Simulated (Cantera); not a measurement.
Charge: 1 mol SiCl₄, 0.13 mol N₂O, 36 mol H₂, 22 mol O₂, equilibrated at 0.150 bar.

Method: chemical equilibrium by Gibbs-energy minimisation in Cantera with the NASA 1993 tables (ideal gas, pure condensed phases). Candidate condensed phases: H₂O, NH₄Cl, Si, SiO₂, Si₂N₂O, Si₃N₄; 47 gas species. The tables hold silica as quartz up to 1696 K and as liquid above; real silica turns to tridymite and cristobalite and melts near 1996 K. Gases not in the tables: Si(OH)₄. Rates play no part.

log p: log10 of the partial pressure in bar; n: condensed amount in mol.

```json
[
 {"T (K)": "675", "log p H₂O": "-0.91", "log p O₂": "-1.86", "log p HCl": "-1.93", "log p OH": "-11.27", "log p Cl₂": "?", "n SiO₂(α-quartz)": "1.00", "n SiO₂(β-quartz)": "0", "n SiO₂(condensed)": "0", "n SiO₂(l)": "0"},
 {"T (K)": "875", "log p H₂O": "-0.92", "log p O₂": "-1.84", "log p HCl": "-1.86", "log p OH": "-8.40", "log p Cl₂": "?", "n SiO₂(α-quartz)": "0", "n SiO₂(β-quartz)": "1.00", "n SiO₂(condensed)": "0", "n SiO₂(l)": "0"},
 {"T (K)": "1075", "log p H₂O": "-0.92", "log p O₂": "-1.84", "log p HCl": "-1.85", "log p OH": "-6.60", "log p Cl₂": "?", "n SiO₂(α-quartz)": "0", "n SiO₂(β-quartz)": "1.00", "n SiO₂(condensed)": "0", "n SiO₂(l)": "0"},
 {"T (K)": "1275", "log p H₂O": "-0.92", "log p O₂": "-1.84", "log p HCl": "-1.85", "log p OH": "-5.36", "log p Cl₂": "?", "n SiO₂(α-quartz)": "0", "n SiO₂(β-quartz)": "1.00", "n SiO₂(condensed)": "0", "n SiO₂(l)": "0"},
 {"T (K)": "1475", "log p H₂O": "-0.92", "log p O₂": "-1.84", "log p HCl": "-1.85", "log p OH": "-4.45", "log p Cl₂": "?", "n SiO₂(α-quartz)": "0", "n SiO₂(β-quartz)": "1.00", "n SiO₂(condensed)": "0", "n SiO₂(l)": "0"},
 {"T (K)": "1675", "log p H₂O": "-0.92", "log p O₂": "-1.84", "log p HCl": "-1.86", "log p OH": "-3.76", "log p Cl₂": "?", "n SiO₂(α-quartz)": "0", "n SiO₂(β-quartz)": "1.00", "n SiO₂(condensed)": "0", "n SiO₂(l)": "0"},
 {"T (K)": "1875", "log p H₂O": "-0.92", "log p O₂": "-1.85", "log p HCl": "-1.87", "log p OH": "-3.22", "log p Cl₂": "?", "n SiO₂(α-quartz)": "0", "n SiO₂(β-quartz)": "0", "n SiO₂(condensed)": "1.000", "n SiO₂(l)": "0"},
 {"T (K)": "2075", "log p H₂O": "-0.92", "log p O₂": "-1.86", "log p HCl": "-1.89", "log p OH": "-2.79", "log p Cl₂": "?", "n SiO₂(α-quartz)": "0", "n SiO₂(β-quartz)": "0", "n SiO₂(condensed)": "0", "n SiO₂(l)": "0.999"}
]
```

Question: What belongs in the gaps?

Answer: 
- 675, log p Cl₂: -2.88
- 875, log p Cl₂: -3.75
- 1075, log p Cl₂: -4.39
- 1275, log p Cl₂: -4.84
- 1475, log p Cl₂: -5.18
- 1675, log p Cl₂: -5.44
- 1875, log p Cl₂: -5.67
- 2075, log p Cl₂: -5.87
